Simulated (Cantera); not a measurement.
Mixture: 15.1 % CH4, 2.12 % H2, 17.4 % O2, 65.4 % N2, equivalence ratio 1.8, at 7500 Torr, adiabatic and at constant volume. Ignition delay is the time to a rise of 400 K.

Detailed kinetics in Cantera: GRI-Mech 3.0 (53 species, 325 reactions).

Q: Predict: delay at 1225 K; delay at 1375 K; delay at 1525 K; delay at 1675 K; apparent activation energy between 1600 and 1750 K.

A: 
| Property | Result |
|---|---|
| delay at 1225 K | 1.07 ms |
| delay at 1375 K | 0.327 ms |
| delay at 1525 K | 97.0 µs |
| delay at 1675 K | 30.4 µs |
| apparent activation energy between 1600 and 1750 K | 170 kJ/mol |
